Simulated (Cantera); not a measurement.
Input: 1 mol C2H6, 0.024 mol NH3, 6.7 mol H2, at 51000 Pa.

Method: chemical equilibrium by Gibbs-energy minimisation in Cantera with the NASA 1993 tables (ideal gas, pure condensed phases). Candidate condensed phases: C, C6H6, C7H8, C8H18; 110 gas species. Ions and electrons are included (thermal ionisation). Kinetics and transport are ignored.

x: gas mole fraction; n: condensed amount in mol.

```csv
T (K),x H2,x H,x C,x C2H2 (acetylene),x C3,x C2H,n C(graphite)
2000,0.995,0.00227,5.97e-11,0.000765,5.43e-11,3.27e-8,1.98
2500,0.953,___,___,___,___,___,___
3000,0.754,0.192,9.94e-5,0.0469,0.000612,0.00205,0.836
3500,___,___,___,___,___,___,0
4000,0.131,0.807,0.0250,0.00295,0.0142,0.00891,0
4500,0.0334,0.885,0.0673,9.92e-5,0.00311,0.00179,0
5000,0.00995,0.898,0.0874,2.03e-6,0.000188,0.000161,0
```

### Question
Complete the blanks.

### Answer

- 2500, x H: 0.0344
- 2500, x C: 3.26e-7
- 2500, x C2H2 (acetylene): 0.0103
- 2500, x C3: 9.75e-7
- 2500, x C2H: 2.67e-5
- 2500, n C(graphite): 1.78
- 3500, x H2: 0.406
- 3500, x H: 0.527
- 3500, x C: 0.00353
- 3500, x C2H2 (acetylene): 0.0320
- 3500, x C3: 0.0128
- 3500, x C2H: 0.0131
